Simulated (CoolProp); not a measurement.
Nitrogen at 420.98 K and 6.24 MPa flows at 5.5 m/s in a round tube of 10 mm bore and 15 µm roughness, fully developed (64/Re and Nu = 3.66 if laminar; Colebrook and Gnielinski if turbulent). Each further row changes one setting.

Model: reference Helmholtz-energy equation of state, Span 2000, in CoolProp.

| case | Reynolds number | Darcy friction factor | pressure drop (Pa/m) | heat-transfer coefficient (W/(m² K)) | mass flow (kg/h) |
|---|---|---|---|---|---|
| as stated | 113000 | (withheld) | 1740 | 988 | 75.9 |
| velocity 11 m/s | 226000 | (withheld) | 6700 | 1910 | 152 |
| diameter 20 mm | 226000 | 0.0198 | 732 | (withheld) | 304 |

Some entries are withheld; supply them.


- as stated, Darcy friction factor: 0.0235
- velocity 11 m/s, Darcy friction factor: 0.0227
- diameter 20 mm, heat-transfer coefficient (W/(m² K)): 826

Viscosity comes from a separate model (Lemmon 2004). Thermal conductivity comes from a separate model (Lemmon 2004).
